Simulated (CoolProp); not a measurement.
Properties of propane at several states (Tc = 96.7 °C, pc = 4.251 MPa, ω = 0.152).

Values from CoolProp's reference Helmholtz-energy equation of state, Lemmon 2009.

```tsv
T (°C)	p (MPa)	phase	Joule-Thomson coefficient (K/MPa)	expansivity (1/kK)
-91.15	0.598	liquid	-0.5322	1.644
335.55	17.1	supercritical	1.349	2.881
167.15	2.5	gas	6.072	3.442
35.25	1.02	gas	19.15	5.903
16.25	0.246	gas	19.36	3.988
```
